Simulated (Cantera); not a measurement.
Feed: 1 mol CS2, a varied amount of O2, at 55.0 bar.

Equilibrium computed with Cantera from the NASA thermochemical tables; the gas is ideal and each condensed phase is pure. Candidate condensed phases: C, S; 22 gas species. The ideal-gas law is rough above about 30 bar. The numbers say what is thermodynamically allowed, not how fast it happens.

Stable condensed phases, one row left out:

```
T in K \ n(O2) in mol
         0.056 0.078  0.11  0.15  0.21   0.3  0.41  0.57
   2973      A     A     A     A     A     A     A     A
   2823      A     A     A     A     A     A     A     A
   2673      B     A     A     A     A     A     A     A
   2373      B     B     A     A     A     A     A     A
   2223      B     B     A     A     A     A     A     A
   2073      B     B     A     A     A     A     A     A
   1923      B     B     A     A     A     A     A     A
   1773      B     B     A     A     A     A     A     A
   1623      B     B     A     A     A     A     A     A
   1473      B     B     A     A     A     A     A     A
   1323      B     B     A     A     A     A     A     A
```

A: gas only; B: C.

**Question.** Give the row for 2523 K.

**Answer.** 0.056: C; 0.078: C; 0.11: gas only; 0.15: gas only; 0.21: gas only; 0.3: gas only; 0.41: gas only; 0.57: gas only.
